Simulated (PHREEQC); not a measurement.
Dissolve 0.052 mol/kgw Cu(NO3)2 and 0.021 mol/kgw FeCl3 at 57 °C. Closed to the air; pH follows from the charge balance.

Equilibrium calculation in PHREEQC: ion-association model, wateq4f.dat.

Precipitation was switched off in this run.

Order these Cl species by the share of Cl that they hold, largest first: CuCl2, Cl-, FeCl+2, FeCl2+, CuCl+.

Cl- (81 %), CuCl+ (11 %), FeCl+2 (6.9 %), CuCl2 (0.38 %), FeCl2+ (0.31 %)

The pH is 2.00 and the ionic strength 0.242 mol/kgw. Saturation is exceeded, for instance for Hematite (slow to form), Goethite (slow to form); the values hold only as long as no solid forms. Constants without temperature data keep their 25 °C values here.
